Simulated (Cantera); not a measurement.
Feed: 1 mol C6H6, 1.1 mol H2, 7.3 mol N2, held at 1.80 mbar.

Method: chemical equilibrium by Gibbs-energy minimisation in Cantera with the NASA 1993 tables (ideal gas, pure condensed phases). Candidate condensed phases: C, C6H6, C7H8, C8H18; 92 gas species. Kinetics and transport are ignored. All values below are at 750 K.

Base state: N2 0.641, H2 0.358, CH4 0.000739 (mole fractions); condensed: C(graphite).

What changes in the equilibrium state with this change: C6H6 replaced by CH3OH?


```tsv
species	before	after
N2	0.641	0.646
H2	0.358	0.270
CO	0	0.0742
CO2	0	0.00552
H2O	0	0.00328
CH4	0.000739	0.000420
C(graphite), mol	5.99	0.0947
```
Further candidate phases: H2O.

What changes in the equilibrium state with this change: pressure from 1.80 mbar to 0.100 bar?


```csv
species,before,after
N2,0.641,0.660
H2,0.358,0.309
CH4,0.000739,0.0306
NH3,1.58e-6,7.14e-5
"C(graphite), mol",5.99,5.66
```
